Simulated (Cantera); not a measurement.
A Cantera script and its output.

```python
import numpy as np
import cantera as ct

gas = ct.Solution("gri30.yaml")
gas.TPX = 1198, 470000, {'CH4': 1, 'C2H6': 0.069, 'O2': 1.4, 'N2': 5.27, 'H2O': 0.8}
reactor = ct.IdealGasReactor(gas, energy="on", clone=False)
net = ct.ReactorNet([reactor])
net.rtol, net.atol = 1e-08, 1e-16
show = ['CH4', 'C2H6', 'O2', 'O', 'HCO']
times = np.geomspace(3e-06, 0.1, 15)

steps = ct.SolutionArray(gas, extra=["t"])
rows = []
print(f"{'t/s':>10s}{'T/K':>9s}{'P/Pa':>11s}" + "".join(f"{s:>11s}" for s in show))
for t in times:
    while net.time < t:
        t_next = net.step()
        steps.append(gas.state, t=t_next)
    rows.append([np.interp(t, steps.t, y) for y in (steps.T, steps.P, *steps(*show).X.T)])
    print(f"{t:10.3e}{rows[-1][0]:9.1f}{rows[-1][1]:11.4g}" + "".join(f"{x:11.3e}" for x in rows[-1][2:]))
rate = np.gradient(steps.T, steps.t)
print("integrator steps:", len(steps.t))
if steps.T.max() > steps.T[0] + 200:
    print(f"time of steepest temperature rise: {steps.t[rate.argmax()]:.4e} s")
gas.TPX = 1198, 470000, {'CH4': 1, 'C2H6': 0.069, 'O2': 1.4, 'N2': 5.27, 'H2O': 0.8}
gas.equilibrate("UV")
print(f"equilibrium (UV): T = {gas.T:.1f} K  " + "  ".join(f"{s} {gas[s].X[0]:.3e}" for s in show))
```

Output:

```
       t/s      T/K       P/Pa        CH4       C2H6         O2          O        HCO
 3.000e-06   1198.0    4.7e+05  1.171e-01  8.081e-03  1.640e-01  1.043e-11  2.092e-16
 6.312e-06   1198.0    4.7e+05  1.171e-01  8.080e-03  1.640e-01  2.099e-11  9.459e-16
 1.328e-05   1198.0    4.7e+05  1.171e-01  8.080e-03  1.640e-01  4.300e-11  4.335e-15
 2.795e-05   1198.0    4.7e+05  1.171e-01  8.080e-03  1.640e-01  8.886e-11  2.060e-14
 5.880e-05   1198.0    4.7e+05  1.171e-01  8.079e-03  1.640e-01  1.881e-10  1.059e-13
 1.237e-04   1198.0    4.7e+05  1.171e-01  8.077e-03  1.640e-01  4.437e-10  6.705e-13
 2.603e-04   1198.0    4.7e+05  1.171e-01  8.070e-03  1.639e-01  1.420e-09  6.953e-12
 5.477e-04   1198.5  4.702e+05  1.170e-01  8.031e-03  1.639e-01  5.289e-09  1.223e-10
 1.152e-03   1201.5  4.715e+05  1.165e-01  7.870e-03  1.634e-01  1.185e-08  1.195e-09
 2.425e-03   1231.6  4.841e+05  1.122e-01  6.907e-03  1.593e-01  8.620e-08  3.409e-08
 5.102e-03   2692.3   1.17e+06  6.035e-11  1.742e-21  1.065e-04  1.060e-04  5.459e-07
 1.074e-02   2692.2   1.17e+06  6.036e-11  1.742e-21  1.064e-04  1.060e-04  5.459e-07
 2.259e-02   2692.2   1.17e+06  6.036e-11  1.742e-21  1.064e-04  1.060e-04  5.459e-07
 4.753e-02   2692.2   1.17e+06  6.036e-11  1.742e-21  1.064e-04  1.060e-04  5.459e-07
 1.000e-01   2692.2   1.17e+06  6.036e-11  1.742e-21  1.064e-04  1.060e-04  5.459e-07
integrator steps: 2198
time of steepest temperature rise: 3.0229e-03 s
equilibrium (UV): T = 2692.2 K  CH4 6.846e-11  C2H6 2.155e-21  O2 1.064e-04  O 1.060e-04  HCO 5.459e-07
```

Computed with Cantera and GRI-Mech 3.0 (53 species, 325 reactions).
